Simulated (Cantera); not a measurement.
Input: 1 mol Cr₂O₃, 450 mol H₂, at 1848 K.

Cantera equilibrium calculation (NASA polynomials, part measured and part estimated; ideal gas, pure solids and liquids). Candidate condensed phases: Cr, Cr₂O₃, H₂O; 13 gas species. Equilibrium is a limit: real reactors are often held back by kinetics, nucleation or transport.

Q: Which condensed phases are stable at each of these points (P (Pa)): 10, 42, 180, 750, 3200, 13000, 56000, 240000, 1000000?

A: 
```json
[
 {"P (Pa)": "10", "condensed phases": "gas only", "Cr condensed (%)": "0.0"},
 {"P (Pa)": "42", "condensed phases": "gas only", "Cr condensed (%)": "0.0"},
 {"P (Pa)": "180", "condensed phases": "gas only", "Cr condensed (%)": "0.0"},
 {"P (Pa)": "750", "condensed phases": "gas only", "Cr condensed (%)": "0.0"},
 {"P (Pa)": "3200", "condensed phases": "gas only", "Cr condensed (%)": "0.0"},
 {"P (Pa)": "13000", "condensed phases": "Cr(s)", "Cr condensed (%)": "68.9"},
 {"P (Pa)": "56000", "condensed phases": "Cr(s)", "Cr condensed (%)": "92.8"},
 {"P (Pa)": "240000", "condensed phases": "Cr(s)", "Cr condensed (%)": "98.3"},
 {"P (Pa)": "1000000", "condensed phases": "Cr(s)", "Cr condensed (%)": "99.6"}
]
```

From 10.0 Pa to 3200 Pa nothing is condensed. From 13000 Pa to 1000000 Pa the condensed part is Cr(s).
